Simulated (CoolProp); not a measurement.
Vapour-liquid equilibrium of R134a (1) + R123 (2) at 0.0519 bar; x and y are mole fractions of (1).

Computed with CoolProp (multi-fluid Helmholtz-energy mixture model, Tillner-Roth 1994 and Younglove 1994; pair parameters Bell 2016).

| x | bubble temperature (°C) | y at the bubble point | dew temperature at overall composition x (°C) | liquid density (mol/L) |
|---|---|---|---|---|
| 0.05 | -45.6 | [?] | [?] | [?] |
| 0.2 | -60.6 | 0.879 | -37.6 | [?] |
| 0.35 | -66.7 | 0.939 | [?] | 12.05 |
| 0.5 | -69.9 | 0.962 | -44.1 | 12.62 |
| 0.65 | -72.0 | 0.975 | -48.7 | 13.23 |
| 0.8 | -73.6 | [?] | [?] | 13.88 |
| 0.95 | [?] | 0.996 | -68.1 | 14.61 |

### Question
Fill in the missing entries.

### Answer

- 0.05, y at the bubble point: 0.554
- 0.05, dew temperature at overall composition x (°C): -35.0
- 0.05, liquid density (mol/L): 10.81
- 0.2, liquid density (mol/L): 11.47
- 0.35, dew temperature at overall composition x (°C): -40.5
- 0.8, y at the bubble point: 0.985
- 0.8, dew temperature at overall composition x (°C): -55.3
- 0.95, bubble temperature (°C): -75.1

No azeotrope shows between x = 0.05 and 0.95.

The pair parameters rest on a limited set of measurements; away from them the model extrapolates.
